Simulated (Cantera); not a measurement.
A perfectly stirred reactor is fed with H₂ : O₂ : N₂ = 1.3 : 1 : 0.74 (molar parts), equivalence ratio 0.65, at 0.197 atm; it is held at 1023 K, and followed from long to short residence time.

Model: the H2/O2 subset of GRI-Mech 3.0, which has no nitrogen chemistry, integrated in Cantera. The temperature is held fixed by assumption; the heat of reaction is taken as removed at once.

What does this change do: temperature 1023 to 775 K?


```tsv
quantity	before	after
x(H₂) at τ = 29.0 s	0.000946	0.425
x(O₂) at τ = 29.0 s	0.147	0.327
x(H) at τ = 29.0 s	3.79e-7	4.49e-9
x(H₂O₂) at τ = 29.0 s	6.48e-6	0.000575
x(OH) at τ = 29.0 s	6.51e-6	1.60e-10
x(H₂) at τ = 33.0 ms	0.0172	0.428
x(O₂) at τ = 33.0 ms	0.154	0.329
x(H) at τ = 33.0 ms	0.000285	<1e-12
x(H₂O₂) at τ = 33.0 ms	9.17e-6	4.38e-11
x(OH) at τ = 33.0 ms	0.000289	<1e-12
```
Below about 950 K walls govern HO2 and H2O2 in real vessels.
